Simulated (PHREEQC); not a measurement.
Synthetic water in mmol/kgw, 25 °C, pH 7.39, pe -1.1:

| constituent | mmol/kgw |
|---|---|
| Na | 0.525 |
| K | 0.00726 |
| Ca | 1 |
| Mg | 0.7 |
| Cl | 1.2 |
| S(6) | 0.336 |
| Alkalinity (meq/kgw) | 2.1 |
| Zn | 0.00242 |
| B | 0.0192 |

Valence states are taken as typed.

All values are PHREEQC results (ion-association model, phreeqc.dat), not measurements.

Precipitation was switched off in this run.

Problem. Predict the specific conductance.

Solution. specific conductance 404 µS/cm.

Problem. In which forms is Zn present?

Solution. Zn+2 63 %, ZnCO3 20 %, ZnHCO3+ 12 %, ZnSO4 2.2 %, ZnOH+ 1.3 %, Zn(CO3)2-2 1.3 % of the Zn.

Complexes and solids missing from the database can't appear. The database's zinc carbonate complexes are estimates, stronger than later reviews accept.
